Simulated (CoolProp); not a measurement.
Toluene along the isotherm 620 K: density (kg/m³) from the reference equation and from simpler models built on Tc = 591.7 K, pc = 4126 kPa, ω = 0.266; each cubic takes its own stable root.

The numbers come from the reference Helmholtz-energy equation of state, Lemmon 2006 in CoolProp. It is a short technical equation, of lower accuracy than the large ones.

```csv
p (kPa),phase,reference
1030,gas,20.06
2060,gas,44.54
3090,gas,76.43
4130,supercritical,123.9
5160,supercritical,217.4
6190,supercritical,374.1
7220,supercritical,428.8
8250,supercritical,457.8
9280,supercritical,477.9
10300,supercritical,493.3
```

How far does each simpler model (ideal gas, Redlich-Kwong) lie from the reference over these 10 states: mean and median of the absolute difference, and the worst?


- ideal gas: mean 48.7 %, median 60.1 %, worst -70.4 % at 620 K and 6190 kPa
- Redlich-Kwong: mean 7.9 %, median 8.1 %, worst -15.3 % at 620 K and 7220 kPa
